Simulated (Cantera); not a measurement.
# Sublimation and decomposition of ceramics: MgO + N2

Charge: 1 mol MgO, 1.6 mol N2, equilibrated at 0.100 bar.

Cantera equilibrium calculation (NASA polynomials, part measured and part estimated; ideal gas, pure solids and liquids). Candidate condensed phases: Mg, MgO; 27 gas species. Ions and electrons are included (thermal ionisation). The numbers say what is thermodynamically allowed, not how fast it happens.

```
T (K)  log p N2  log p Mg  log p O  log p O2  log p N  log p MgO  log p NO  log p Mg+  log p e-  n MgO(s)
-----  --------  --------  -------  --------  -------  ---------  --------  ---------  --------  --------
2000      -1.00     -5.22    -6.31     -6.27    -9.54      -7.69     -5.36     -11.06    -11.06     1.000
2250      -1.00     -3.94    -4.75     -4.64    -8.15      -5.79     -4.28      -9.28     -9.28     0.998
2500      -1.01     -2.87    -3.55     -3.43    -7.04      -4.28     -3.47      -7.83     -7.83     0.977
2750      -1.09     -1.98    -2.59     -2.48    -6.16      -3.06     -2.86      -6.63     -6.64     0.778
3000      -1.31     -1.55    -2.00     -2.10    -5.51      -2.55     -2.64      -5.79     -5.79         0
3250      -1.33     -1.55    -1.77     -2.34    -4.88      -2.76     -2.65      -5.25     -5.25         0
3500      -1.34     -1.55    -1.66     -2.70    -4.33      -3.02     -2.73      -4.79     -4.79         0
3750      -1.35     -1.56    -1.61     -3.11    -3.85      -3.30     -2.85      -4.39     -4.39         0
4000      -1.36     -1.56    -1.58     -3.51    -3.43      -3.57     -2.97      -4.03     -4.03         0
4250      -1.36     -1.56    -1.58     -3.89    -3.06      -3.81     -3.09      -3.72     -3.72         0
4500      -1.37     -1.57    -1.57     -4.24    -2.73      -4.04     -3.21      -3.44     -3.44         0
4750      -1.38     -1.58    -1.58     -4.56    -2.44      -4.26     -3.32      -3.19     -3.19         0
5000      -1.41     -1.59    -1.58     -4.85    -2.18      -4.46     -3.44      -2.97     -2.97         0
```
log p: log10 of the partial pressure in bar; n: condensed amount in mol.

From 2000 K to 2750 K the condensed part is MgO(s). From 3000 K to 5000 K nothing is condensed. The main Mg-bearing gas is Mg throughout.
